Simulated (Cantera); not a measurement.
Equilibrium for thermal oxidation and active oxidation of silicon: Si + CO2 + N2 + H2O

Input: 1 mol Si, 0.3 mol CO2, 320 mol N2, 0.32 mol H2O, at 0.100 bar.

Cantera equilibrium calculation (NASA polynomials, part measured and part estimated; ideal gas, pure solids and liquids). Candidate condensed phases: C, C6H6, C7H8, C8H18, H2O, Si, SiC, SiO2, Si2N2O, Si3N4; 151 gas species. N2 is the only nitrogen source here; it is nearly inert below about 1500 K, so the nitride shown seldom forms there in practice. Mutual solubility and eutectic melting of coexisting phases are not modelled. The tables hold silica as quartz up to 1696 K and as liquid above; real silica turns to tridymite and cristobalite and melts near 1996 K. Equilibrium is a limit: real reactors are often held back by kinetics, nucleation or transport.

From 1300 K to 1600 K the condensed part is SiO2(β-quartz) + Si2N2O(s). From 1650 K to 1750 K the condensed part is Si2N2O(s). At 1800 K the condensed part is Si2N2O(s) + Si3N4(s). The main Si-bearing gas is SiO throughout.

```json
[
 {"T (K)": "1300", "x N2": "0.998", "x SiO": "9.65e-8", "x H2": "0.000999", "x CO": "0.000937", "x H": "1.11e-7", "n SiO2(β-quartz)": "0.0799", "n Si2N2O(s)": "0.460", "n Si3N4(s)": "0"},
 {"T (K)": "1350", "x N2": "0.998", "x SiO": "5.44e-7", "x H2": "0.000999", "x CO": "0.000937", "x H": "2.38e-7", "n SiO2(β-quartz)": "0.0799", "n Si2N2O(s)": "0.460", "n Si3N4(s)": "0"},
 {"T (K)": "1400", "x N2": "0.998", "x SiO": "2.70e-6", "x H2": "0.000999", "x CO": "0.000937", "x H": "4.86e-7", "n SiO2(β-quartz)": "0.0796", "n Si2N2O(s)": "0.460", "n Si3N4(s)": "0"},
 {"T (K)": "1450", "x N2": "0.998", "x SiO": "1.20e-5", "x H2": "0.000999", "x CO": "0.000937", "x H": "9.45e-7", "n SiO2(β-quartz)": "0.0786", "n Si2N2O(s)": "0.459", "n Si3N4(s)": "0"},
 {"T (K)": "1500", "x N2": "0.998", "x SiO": "4.80e-5", "x H2": "0.000998", "x CO": "0.000937", "x H": "1.76e-6", "n SiO2(β-quartz)": "0.0748", "n Si2N2O(s)": "0.455", "n Si3N4(s)": "0"},
 {"T (K)": "1550", "x N2": "0.998", "x SiO": "0.000175", "x H2": "0.000997", "x CO": "0.000937", "x H": "3.15e-6", "n SiO2(β-quartz)": "0.0612", "n Si2N2O(s)": "0.441", "n Si3N4(s)": "0"},
 {"T (K)": "1600", "x N2": "0.997", "x SiO": "0.000589", "x H2": "0.000996", "x CO": "0.000936", "x H": "5.42e-6", "n SiO2(β-quartz)": "0.0170", "n Si2N2O(s)": "0.397", "n Si3N4(s)": "0"},
 {"T (K)": "1650", "x N2": "0.997", "x SiO": "0.000749", "x H2": "0.000994", "x CO": "0.000936", "x H": "9.06e-6", "n SiO2(β-quartz)": "0", "n Si2N2O(s)": "0.380", "n Si3N4(s)": "0"},
 {"T (K)": "1700", "x N2": "0.997", "x SiO": "0.000750", "x H2": "0.000991", "x CO": "0.000936", "x H": "1.47e-5", "n SiO2(β-quartz)": "0", "n Si2N2O(s)": "0.380", "n Si3N4(s)": "0"},
 {"T (K)": "1750", "x N2": "0.997", "x SiO": "0.000757", "x H2": "0.000985", "x CO": "0.000933", "x H": "2.31e-5", "n SiO2(β-quartz)": "0", "n Si2N2O(s)": "0.378", "n Si3N4(s)": "0"},
 {"T (K)": "1800", "x N2": "0.997", "x SiO": "0.00146", "x H2": "0.000977", "x CO": "0.000929", "x H": "3.54e-5", "n SiO2(β-quartz)": "0", "n Si2N2O(s)": "0.153", "n Si3N4(s)": "0.0741"}
]
```
x: gas mole fraction; n: condensed amount in mol.
